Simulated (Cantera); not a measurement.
An adiabatic, constant-volume homogeneous reactor starts with H2 : O2 : N2 : NO = 1 : 0.25 : 0.94 : 0.0039 (molar parts), at 950 K and 0.987 atm. Integrator tolerance rtol = 1e-08.

Model: GRI-Mech 3.0 (53 species, 325 reactions), integrated in Cantera. The mechanism lacks 2 NO + O2 → 2 NO2 and HONO, so NO2 and the effect of NO are under-described below about 1400 K.

### Question
What does this change do: initial temperature 950 to 1250 K?

### Answer
```tsv
quantity	before	after
time of steepest temperature rise	0.405 ms	38.0 µs
temperature at 7.00 s	2784 K	2881 K
equilibrium temperature	2784 K	2881 K
x(H2) at 7.00 s	0.244 (gas-phase equilibrium 0.244)	0.239 (gas-phase equilibrium 0.239)
x(O2) at 7.00 s	0.000165 (gas-phase equilibrium 0.000165)	0.000418 (gas-phase equilibrium 0.000418)
x(NO) at 7.00 s	0.000787 (gas-phase equilibrium 0.000787)	0.00142 (gas-phase equilibrium 0.00142)
x(OH) at 7.00 s	0.00664 (gas-phase equilibrium 0.00664)	0.0110 (gas-phase equilibrium 0.0110)
x(H) at 7.00 s	0.0237 (gas-phase equilibrium 0.0237)	0.0367 (gas-phase equilibrium 0.0367)
x(O) at 7.00 s	0.000406 (gas-phase equilibrium 0.000406)	0.00105 (gas-phase equilibrium 0.00105)
```
